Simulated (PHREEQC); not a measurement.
Na2CO3 is added in steps, without added water, to 1 kg of water holding 0.00068 mol Ca(HCO3)2 and 0.00033 mol Na2HPO4, at 90 °C. Oxygen is held at 0.21 atm. No CO2 enters from the air. Solids allowed: Calcite, Hydroxyapatite. Others were left out.

Base run: PHREEQC, ion-association model, phreeqc.dat. Each further column changes one thing. The table gives P in solution (mol/kgw).

| Na2CO3 added (mol) | base | Debye-Hückel limiting law | Davies equation for every ion | database wateq4f.dat | all activity coefficients set to 1 |
|---|---|---|---|---|---|
| 0 | 2.09e-5 | 2.12e-5 | 2.10e-5 | 2.09e-5 | 1.57e-5 |
| 9.3e-05 | 1.24e-5 | 1.27e-5 | 1.25e-5 | 1.24e-5 | ___ |
| 0.000186 | 6.70e-6 | 6.88e-6 | 6.74e-6 | 6.69e-6 | ___ |
| 0.000279 | 3.13e-6 | 3.23e-6 | 3.15e-6 | 3.11e-6 | 1.96e-6 |
| 0.000372 | 1.17e-6 | 1.22e-6 | 1.18e-6 | 1.16e-6 | ___ |
| 0.000465 | 6.02e-7 | 6.07e-7 | 6.03e-7 | 6.02e-7 | ___ |
| 0.000558 | 6.97e-7 | 7.04e-7 | 6.98e-7 | 6.99e-7 | 6.17e-7 |
| 0.000651 | 8.32e-7 | 8.40e-7 | 8.34e-7 | 8.37e-7 | 7.40e-7 |
| 0.000744 | 9.83e-7 | 9.91e-7 | 9.84e-7 | 9.89e-7 | ___ |
| 0.000837 | 1.13e-6 | 1.14e-6 | 1.13e-6 | 1.14e-6 | 1.01e-6 |
| 0.00093 | 1.28e-6 | 1.29e-6 | 1.28e-6 | 1.28e-6 | 1.14e-6 |

Question: What belongs in the gaps?

Answer: 
- 9.3e-05, all activity coefficients set to 1: 8.77e-6
- 0.000186, all activity coefficients set to 1: 4.44e-6
- 0.000372, all activity coefficients set to 1: 7.13e-7
- 0.000465, all activity coefficients set to 1: 5.33e-7
- 0.000744, all activity coefficients set to 1: 8.77e-7

Away from 25 °C the constants follow the database's enthalpies or fits; those with neither stay at their 25 °C values. H3PO4, which wateq4f.dat lacks, is added to it with the constant of phreeqc.dat. phreeqc.dat and wateq4f.dat share most of their constants, so their agreement is no independent check. Solids allowed in the column 'database wateq4f.dat': Calcite, Portlandite, Hydroxyapatite, Nahcolite, Natron.
